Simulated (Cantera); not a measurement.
Feed: 1 mol C2F6, 0.14 mol H2, 0.41 mol CH4, at 2550 K and 9.00 mbar.

Equilibrium computed with Cantera from the NASA thermochemical tables; the gas is ideal and each condensed phase is pure. Candidate condensed phases: C, C6H6, C7H8, C8H18; 95 gas species. The feed counts by its element totals alone. Gases not in the tables: C2F6 and larger saturated fluorocarbons. The numbers say what is thermodynamically allowed, not how fast it happens.

Base state: F 0.457, HF 0.370, CF2 0.152, CF 0.0174, CF4 0.00139, CF3 0.00124, H 0.000208, C3 0.000118 (mole fractions); condensed: C(graphite).

**Question.** What changes in the equilibrium state with this change: pressure from 9.00 mbar to 1.00 bar?

**Answer.** 
```tsv
species	before	after
HF	0.370	0.571
CF4	0.00139	0.195
CF2	0.152	0.170
F	0.457	0.0459
CF3	0.00124	0.0155
CF	0.0174	0.00174
CHF3	2.52e-7	4.84e-5
C2F4	3.00e-7	4.19e-5
C(graphite), mol	1.52	1.12
```
The tables' values for C2F4 are old estimates; treat these amounts as uncertain.

**Question.** What changes in the equilibrium state with this change: 0.023 mol HCl added?

**Answer.** 
```tsv
species	before	after
F	0.457	0.454
HF	0.370	0.373
CF2	0.152	0.149
Cl	0	0.00440
CF	0.0174	0.0172
HCl	0	1.22e-5
CF4	0.00139	0.00135
C(graphite), mol	1.52	1.53
```

**Question.** What changes in the equilibrium state with this change: pressure from 9.00 mbar to 0.250 bar?

**Answer.** 
```csv
species,before,after
HF,0.370,0.512
CF2,0.152,0.252
F,0.457,0.112
CF4,0.00139,0.106
CF3,0.00124,0.0139
CF,0.0174,0.00424
C2F4,3.00e-7,2.29e-5
CHF3,2.52e-7,1.60e-5
C,3.63e-5,1.31e-6
C2,1.10e-5,3.96e-7
C3,0.000118,4.26e-6
"C(graphite), mol",1.52,0.997
```
The tables' values for C2F4 are old estimates; treat these amounts as uncertain.
